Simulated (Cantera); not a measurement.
A freely propagating, adiabatic, planar premixed flame of H2 : O2 : N2 = 1 : 0.455 : 1.71 (molar parts), unburnt at 348 K and 0.132 atm; mixture-averaged transport, grid criteria slope 0.08 and curve 0.16, no radiation.

Computed with Cantera and the H2/O2 subset of GRI-Mech 3.0, which has no nitrogen chemistry. Burning velocities carry a grid error of a few per cent, more on coarse grids.

Problem. What does this change do: 0.19 parts H2O added?

Solution. 
```
quantity                    before     after
------------------------  --------  --------
laminar burning velocity  263 cm/s  246 cm/s
thermal thickness          5.50 mm   5.06 mm
peak x(O)                   0.0116   0.00943
peak x(H)                   0.0842    0.0709
peak x(OH)                  0.0149    0.0131
```
